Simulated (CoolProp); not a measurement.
Acetone at several states: density (kg/m³) from the reference equation and from simpler models built on Tc = 235.0 °C, pc = 4692 kPa, ω = 0.307; each cubic takes its own stable root.

Values from CoolProp's reference Helmholtz-energy equation of state, Lemmon 2006. It is a short technical equation, of lower accuracy than the large ones.

| T (°C) | p (kPa) | phase | reference | van der Waals | Soave-Redlich-Kwong | Peng-Robinson |
|---|---|---|---|---|---|---|
| 8.75 | 441 | liquid | 803.0 | 409.8 | 626.0 | 705.1 |
| 148.75 | 999 | gas | 20.59 | 18.56 | 19.49 | 19.71 |
| 49.45 | 147 | liquid | 756.8 | 3.272 | 592.7 | 669.5 |

At some of these states van der Waals gives the other phase, because its saturation line lies elsewhere.
